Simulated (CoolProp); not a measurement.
n-nonane along the isotherm 600 K: density (kg/m³) from the reference equation and from simpler models built on Tc = 594.5 K, pc = 2.282 MPa, ω = 0.443; each cubic takes its own stable root.

Model: reference Helmholtz-energy equation of state, Lemmon 2006, in CoolProp. It is a short technical equation, of lower accuracy than the large ones.

```tsv
p (MPa)	phase	reference	van der Waals	Soave-Redlich-Kwong
0.0108	gas	0.2781	0.2780	0.2781
0.0205	gas	0.5286	0.5284	0.5286
0.0389	gas	1.006	1.005	1.006
0.0737	gas	1.916	1.913	1.915
0.14	gas	3.677	3.666	3.675
0.265	gas	7.100	7.058	7.091
0.502	gas	14.01	13.84	13.97
0.952	gas	29.12	28.34	28.86
1.81	gas	72.97	67.47	70.04
3.42	supercritical	379.1	249.8	293.7
```
